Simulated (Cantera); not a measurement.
A Cantera script and what it prints.

```python
import numpy as np
import cantera as ct

gas_names = """
    O2 Br2
""".split()
cond_names = """
    Mg(cr) MgBr2(s) MgO(s)
""".split()


# ... load() reads the species with a 1 bar reference pressure and builds the phases ...
species = {s.name: s for s in load("nasa_gas.yaml", gas_names) + load("nasa_condensed.yaml", cond_names)}
T = 775
g = {n: (s.thermo.h(T) - T * s.thermo.s(T)) / (ct.gas_constant * T * np.log(10)) for n, s in species.items()}
valid = cond_names  # the entries whose range holds T


def stable(la, lb):
    # potentials (over RT ln 10) of the two non-metals from log10 p(O2) and log10 p(Br2) in bar
    mu = {}
    mu["O"] = (g["O2"] + la) / 2
    mu["Br"] = (g["Br2"] + lb) / 2
    cost = {}
    for n in valid:
        c = species[n].composition
        cost[n] = (g[n] - sum(c.get(e, 0) * m for e, m in mu.items())) / c["Mg"]
    return min(cost, key=cost.get)


results = []
for lb in [0, -1.4, -2.9, -4.3, -5.7, -7.1, -8.6, -10, -11.4, -12.9, -14.3, -15.7, -17.1, -18.6, -20]:
    row = [stable(la, lb) for la in [-49, -46.9, -44.7, -42.6, -40.5, -38.3, -36.2, -34.1, -32, -29.8, -27.7, -25.6, -23.4, -21.3, -19.2, -17, -14.9, -12.8, -10.7, -8.5, -6.4, -4.3, -2.1, 0]]
    results.append(row)
    print(f"{lb:6.1f}  " + " ".join(f"{valid.index(n):x}" for n in row))
print("key: " + ", ".join(f"{i:x} {n}" for i, n in enumerate(valid)))
```

Output:

```
   0.0  1 1 1 1 1 1 1 1 1 1 1 1 1 1 1 1 1 1 2 2 2 2 2 2
  -1.4  1 1 1 1 1 1 1 1 1 1 1 1 1 1 1 1 1 2 2 2 2 2 2 2
  -2.9  1 1 1 1 1 1 1 1 1 1 1 1 1 1 1 2 2 2 2 2 2 2 2 2
  -4.3  1 1 1 1 1 1 1 1 1 1 1 1 1 1 2 2 2 2 2 2 2 2 2 2
  -5.7  1 1 1 1 1 1 1 1 1 1 1 1 1 2 2 2 2 2 2 2 2 2 2 2
  -7.1  1 1 1 1 1 1 1 1 1 1 1 1 2 2 2 2 2 2 2 2 2 2 2 2
  -8.6  1 1 1 1 1 1 1 1 1 1 2 2 2 2 2 2 2 2 2 2 2 2 2 2
 -10.0  1 1 1 1 1 1 1 1 1 2 2 2 2 2 2 2 2 2 2 2 2 2 2 2
 -11.4  1 1 1 1 1 1 1 1 2 2 2 2 2 2 2 2 2 2 2 2 2 2 2 2
 -12.9  1 1 1 1 1 1 2 2 2 2 2 2 2 2 2 2 2 2 2 2 2 2 2 2
 -14.3  1 1 1 1 1 2 2 2 2 2 2 2 2 2 2 2 2 2 2 2 2 2 2 2
 -15.7  1 1 1 2 2 2 2 2 2 2 2 2 2 2 2 2 2 2 2 2 2 2 2 2
 -17.1  1 1 2 2 2 2 2 2 2 2 2 2 2 2 2 2 2 2 2 2 2 2 2 2
 -18.6  1 2 2 2 2 2 2 2 2 2 2 2 2 2 2 2 2 2 2 2 2 2 2 2
 -20.0  2 2 2 2 2 2 2 2 2 2 2 2 2 2 2 2 2 2 2 2 2 2 2 2
key: 0 Mg(cr), 1 MgBr2(s), 2 MgO(s)
```

Cantera with NASA thermochemical tables; ideal gases at 1 bar, condensed phases pure. Not in the tables: oxide halides.
